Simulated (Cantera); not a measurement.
Charge: 1 mol SiCl₄, 5.9 mol H₂, held at 2000 K and 0.100 bar.

Method: chemical equilibrium by Gibbs-energy minimisation in Cantera with the NASA 1993 tables (ideal gas, pure condensed phases). Candidate condensed phases: Si; 19 gas species. The tables' values for SiCl₃, SiCl are old estimates; treat these amounts as uncertain. Gases not in the tables: Si₂H₆ and higher silanes. The numbers say what is thermodynamically allowed, not how fast it happens.

Base state: H₂ 0.619, HCl 0.250, SiCl₂ 0.122, H 0.00404, SiCl₃ 0.00282, Cl 0.00122, SiCl 0.000659, Si 0.000221 (mole fractions); condensed: gas only.

Task: What changes in the equilibrium state with this change: temperature from 2000 K to 1648 K?

Result: 
| species | before | after |
|---|---|---|
| H₂ | 0.619 | 0.634 |
| HCl | 0.250 | 0.238 |
| SiCl₂ | 0.122 | 0.113 |
| SiCl₃ | 0.00282 | 0.0112 |
| Si | 0.000221 | 9.14e-7 |
| SiH | 3.73e-5 | 4.23e-7 |
| SiCl | 0.000659 | 2.00e-5 |
| SiCl₄ | 7.49e-5 | 0.00246 |
| Cl | 0.00122 | 6.61e-5 |
